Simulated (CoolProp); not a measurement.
Properties of CHF3 (R23) along the isobar 101 kPa.

The numbers come from the reference Helmholtz-energy equation of state, Penoncello 2003 in CoolProp.

```
T (K)  phase  isothermal compressibility (1/MPa)  Prandtl number
-----  -----  ----------------------------------  --------------
194.9    gas                               10.33           0.811
203.6    gas                               10.24             [?]
212.4    gas                               10.18             [?]
221.1    gas                               10.14           0.763
229.9    gas                               10.10           0.762
238.6    gas                               10.07           0.763
247.3    gas                               10.05           0.767
256.1    gas                               10.03             [?]
264.8    gas                               10.02           0.779
273.6    gas                               10.01           0.786
282.3    gas                               9.995             [?]
291      gas                               9.985           0.800
299.8    gas                               9.977           0.807
308.5    gas                               9.969           0.816
```

Q: What belongs in the gaps?

A: 
- 203.6, Prandtl number: 0.783
- 212.4, Prandtl number: 0.769
- 256.1, Prandtl number: 0.772
- 282.3, Prandtl number: 0.793

Viscosity comes from a separate model (Shan 2000). Thermal conductivity comes from a separate model (Shan 2000).
